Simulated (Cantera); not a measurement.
An adiabatic, constant-pressure homogeneous reactor starts with 29.7 % CO, 4.76 % H2, 12.3 % O2, 46.4 % N2, 6.84 % H2O, at 1025 K and 3.30 bar.

Computed with Cantera and GRI-Mech 3.0 (53 species, 325 reactions). The hydrogen kinetics of GRI-Mech 3.0 are dated; newer H2 mechanisms differ, most at raised pressure.

Task: Predict: time of steepest temperature rise; temperature at 7.00 s; equilibrium temperature; x(CO) at 7.00 s; x(H2) at 7.00 s; x(O2) at 7.00 s; x(H2O2) at 7.00 s; x(CO2) at 7.00 s; x(H) at 7.00 s.

Result: 
- time of steepest temperature rise: 2.28 ms
- temperature at 7.00 s: 2650 K
- equilibrium temperature: 2650 K
- x(CO) at 7.00 s: 0.120 (gas-phase equilibrium 0.120)
- x(H2) at 7.00 s: 0.00987 (gas-phase equilibrium 0.00987)
- x(O2) at 7.00 s: 0.00584 (gas-phase equilibrium 0.00584)
- x(H2O2) at 7.00 s: 1.53e-7 (gas-phase equilibrium 1.53e-7)
- x(CO2) at 7.00 s: 0.214 (gas-phase equilibrium 0.214)
- x(H) at 7.00 s: 0.00258 (gas-phase equilibrium 0.00258)
